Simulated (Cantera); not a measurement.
A closed system holds: 1 mol CS₂, 0.018 mol SO₂, 0.098 mol H₂, equilibrated at 500 K and 8300 Pa.

These are equilibrium values from Cantera (NASA tables, ideal gas, pure condensed phases), not measurements of a reactor. Candidate condensed phases: C, C₆H₆, C₇H₈, C₈H₁₈, H₂O, H₂SO₄, S; 123 gas species. Gases not in the tables: S₃ to S₇. The numbers say what is thermodynamically allowed, not how fast it happens.

What is the equilibrium state?

x(H₂S): 0.771
x(CO₂): 0.123
x(S₈): 0.0657
x(COS): 0.0366
x(CS₂): 0.00259
x(H₂O): 0.000890
x(S₂): 9.69e-5
x(CO): 4.94e-5
x(H₂): 4.90e-5
n(C(graphite)): 0.979 mol
n(S(l)): 1.85 mol
gas amount: 0.1269 mol
log10 activity of H₂SO₄(l) (absent): -28.45
log10 activity of C₇H₈(l) (absent): -40.77
